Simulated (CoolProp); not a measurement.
R227EA along the isobar 8.63 MPa: Z from the reference equation and from simpler models built on Tc = 374.9 K, pc = 2.925 MPa, ω = 0.358; each cubic takes its own stable root.

Model: reference Helmholtz-energy equation of state, Lemmon 2016, in CoolProp.

| T (K) | phase | reference |
|---|---|---|
| 172.8 | liquid | 0.5620 |
| 191.4 | liquid | 0.5220 |
| 209.9 | liquid | 0.4905 |
| 228.5 | liquid | 0.4651 |
| 247 | liquid | 0.4450 |
| 265.6 | liquid | 0.4291 |
| 284.1 | liquid | 0.4172 |

Question: How far does each simpler model (van der Waals, Redlich-Kwong) lie from the reference over these 7 states: mean and median of the absolute difference, and the worst?

Answer: 
- van der Waals: mean 60.7 %, median 60.9 %, worst +65.2 % at 172.8 K and 8.63 MPa
- Redlich-Kwong: mean 12.1 %, median 11.9 %, worst +12.8 % at 172.8 K and 8.63 MPa
